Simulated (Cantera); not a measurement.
Input (Python, Cantera):

```python
import numpy as np
import cantera as ct

gas = ct.Solution("gri30.yaml")
gas.TPX = 1625, 240000, {'CH4': 1, 'CO': 1.3, 'O2': 2.21, 'N2': 8.3}
reactor = ct.IdealGasConstPressureReactor(gas, energy="on", clone=False)
net = ct.ReactorNet([reactor])
net.rtol, net.atol = 1e-08, 1e-16
show = ['CH4', 'CO', 'O2', 'HCO', 'N2O', 'C2H4']
times = np.geomspace(2e-06, 0.5, 16)

steps = ct.SolutionArray(gas, extra=["t"])
rows = []
print(f"{'t/s':>10s}{'T/K':>9s}{'P/Pa':>11s}" + "".join(f"{s:>11s}" for s in show))
for t in times:
    while net.time < t:
        t_next = net.step()
        steps.append(gas.state, t=t_next)
    rows.append([np.interp(t, steps.t, y) for y in (steps.T, steps.P, *steps(*show).X.T)])
    print(f"{t:10.3e}{rows[-1][0]:9.1f}{rows[-1][1]:11.4g}" + "".join(f"{x:11.3e}" for x in rows[-1][2:]))
rate = np.gradient(steps.T, steps.t)
print("integrator steps:", len(steps.t))
if steps.T.max() > steps.T[0] + 200:
    print(f"time of steepest temperature rise: {steps.t[rate.argmax()]:.4e} s")
gas.TPX = 1625, 240000, {'CH4': 1, 'CO': 1.3, 'O2': 2.21, 'N2': 8.3}
gas.equilibrate("HP")
print(f"equilibrium (HP): T = {gas.T:.1f} K  " + "  ".join(f"{s} {gas[s].X[0]:.3e}" for s in show))
```

Result:

```
       t/s      T/K       P/Pa        CH4         CO         O2        HCO        N2O       C2H4
 2.000e-06   1625.0    2.4e+05  7.806e-02  1.015e-01  1.725e-01  3.419e-11  4.952e-12  8.544e-11
 4.580e-06   1625.0    2.4e+05  7.805e-02  1.015e-01  1.725e-01  6.710e-11  1.721e-11  1.728e-09
 1.049e-05   1625.0    2.4e+05  7.803e-02  1.015e-01  1.725e-01  2.117e-10  5.882e-11  3.091e-08
 2.402e-05   1625.0    2.4e+05  7.794e-02  1.015e-01  1.725e-01  1.408e-09  1.903e-10  5.584e-07
 5.501e-05   1625.9    2.4e+05  7.751e-02  1.014e-01  1.722e-01  1.732e-08  7.063e-10  1.109e-05
 1.260e-04   1639.0    2.4e+05  7.414e-02  1.014e-01  1.701e-01  3.362e-07  4.795e-09  2.433e-04
 2.885e-04   2856.0    2.4e+05  1.682e-14  9.416e-02  1.691e-02  2.005e-07  5.571e-07  8.333e-22
 6.608e-04   2878.6    2.4e+05  2.278e-14  9.327e-02  1.442e-02  1.872e-07  6.616e-07  1.143e-21
 1.513e-03   2873.2    2.4e+05  2.399e-14  9.367e-02  1.356e-02  1.868e-07  7.125e-07  1.216e-21
 3.466e-03   2872.7    2.4e+05  2.411e-14  9.371e-02  1.347e-02  1.868e-07  7.185e-07  1.223e-21
 7.937e-03   2872.7    2.4e+05  2.412e-14  9.371e-02  1.347e-02  1.868e-07  7.185e-07  1.223e-21
 1.818e-02   2872.7    2.4e+05  2.412e-14  9.371e-02  1.347e-02  1.868e-07  7.185e-07  1.223e-21
 4.163e-02   2872.7    2.4e+05  2.412e-14  9.371e-02  1.347e-02  1.868e-07  7.185e-07  1.223e-21
 9.533e-02   2872.7    2.4e+05  2.412e-14  9.371e-02  1.347e-02  1.868e-07  7.185e-07  1.223e-21
 2.183e-01   2872.7    2.4e+05  2.412e-14  9.371e-02  1.347e-02  1.868e-07  7.185e-07  1.223e-21
 5.000e-01   2872.7    2.4e+05  2.412e-14  9.371e-02  1.347e-02  1.868e-07  7.185e-07  1.223e-21
integrator steps: 1788
time of steepest temperature rise: 2.0529e-04 s
equilibrium (HP): T = 2872.7 K  CH4 3.110e-14  CO 9.371e-02  O2 1.347e-02  HCO 1.868e-07  N2O 7.185e-07  C2H4 1.323e-21
```

Detailed kinetics in Cantera: GRI-Mech 3.0 (53 species, 325 reactions).
